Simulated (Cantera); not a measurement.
A closed system holds: 1 mol Si3N4, 8.9 mol O2, held at 13.3 mbar.

These are equilibrium values from Cantera (NASA tables, ideal gas, pure condensed phases), not measurements of a reactor. Candidate condensed phases: Si, SiO2, Si2N2O, Si3N4; 16 gas species. Equilibrium is a limit: real reactors are often held back by kinetics, nucleation or transport.

Q: At 650 °C, list the 3 most abundant gas species with their mole fractions, and the condensed phases.

A: O2 0.747, N2 0.253, NO 1.34e-5. Condensed: SiO2(β-quartz).
